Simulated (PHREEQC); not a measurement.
0.05 g of hydrous ferric oxide (600 m²/g; 0.2 weak and 0.005 strong sites per Fe, Dzombak-Morel constants, diffuse double layer) in 1 kg of water with 0.01 mol/kgw of an inert sodium salt and 1.9e-07 mol/kgw NaF and 2.5e-07 mol/kgw MnCl2, at 25 °C; the pH is set by adding NaOH or the inert anion's acid. No oxygen is let in. The system is closed to CO2. Nothing may precipitate in this run.

Model: ion-association model, wateq4f.dat, run in PHREEQC.

### Question
Predict Mn sorbed (%), surface charge σ (C/m²) at pH = 5, 5.5, 8.5, 9.

### Answer
```csv
pH,Mn sorbed (%),surface charge σ (C/m²)
5,0.0,0.113
5.5,0.1,0.077
8.5,99.7,-0.005
9,100.0,-0.013
```

Species that the database lacks are ignored.
